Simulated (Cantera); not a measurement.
Feed: 1 mol SiO₂, 0.17 mol Al₂O₃, 0.12 mol H₂, held at 2673 K and 133 Pa.

Equilibrium computed with Cantera from the NASA thermochemical tables; the gas is ideal and each condensed phase is pure. Candidate condensed phases: Al, Al₂O₃, Al₂SiO₅, Al₆Si₂O₁₃, H₂O, Si, SiO₂; 28 gas species. The tables' values for SiO₂, AlOH are old estimates; treat these amounts as uncertain. Equilibrium is a limit: real reactors are often held back by kinetics, nucleation or transport.

Base state: SiO 0.494, O 0.279, O₂ 0.100, H 0.0858, OH 0.0190, AlO 0.00815, H₂ 0.00374, SiO₂ 0.00363 (mole fractions); condensed: Al₂O₃(l).

### Question
What changes in the equilibrium state with this change: 0.068 mol NH₃ added?

### Answer
```tsv
species	before	after
SiO	0.494	0.449
O	0.279	0.254
H	0.0858	0.138
N₂	0	0.0141
OH	0.0190	0.0277
O₂	0.100	0.0829
AlO	0.00815	0.00855
NO	0	0.00257
H₂	0.00374	0.00959
H₂O	0.00332	0.00774
Al₂O₃(l), mol	0.158	0.156
```
Further candidate phases: AlN, Si₂N₂O, Si₃N₄.
